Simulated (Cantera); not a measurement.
Input: 1 mol MgCl2, 1.4 mol H2O, 3.2 mol H2, at 1.00 Torr.

Equilibrium computed with Cantera from the NASA thermochemical tables; the gas is ideal and each condensed phase is pure. Candidate condensed phases: H2O, Mg, MgCl2, MgO, Mg(OH)2; 22 gas species. Rates play no part.

### Question
What share of the Mg ends up in condensed phases as a function of T (K), at 1050, 1125, 1200, 1275, 1350, 1425, 1500, 1575, 1650, 1725, 1800, 1875, 1950?

### Answer
| T (K) | Mg condensed (%) | as |
|---|---|---|
| 1050 | 100.0 | MgO(s) |
| 1125 | 99.9 | MgO(s) |
| 1200 | 99.7 | MgO(s) |
| 1275 | 99.3 | MgO(s) |
| 1350 | 98.5 | MgO(s) |
| 1425 | 97.2 | MgO(s) |
| 1500 | 95.4 | MgO(s) |
| 1575 | 93.0 | MgO(s) |
| 1650 | 90.0 | MgO(s) |
| 1725 | 86.3 | MgO(s) |
| 1800 | 81.8 | MgO(s) |
| 1875 | 75.4 | MgO(s) |
| 1950 | 64.7 | MgO(s) |
